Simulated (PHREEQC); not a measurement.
A solution holds 0.00023 mol/kgw NaOH, 2.4e-06 mol/kgw SrCl2 and 2.5e-06 mol/kgw MgCl2, at 20 °C. Closed to the air; pH follows from the charge balance.

Computed with PHREEQC (Pitzer model, pitzer.dat).

This is a speciation only: nothing precipitates in the calculation.

Question: What pH, osmotic coefficient does the model give?

Answer: pH 10.52; osmotic coefficient 0.994.

Question: In which forms is Mg present?

Answer: Mg+2 97 %, MgOH+ 3.0 % of the Mg.
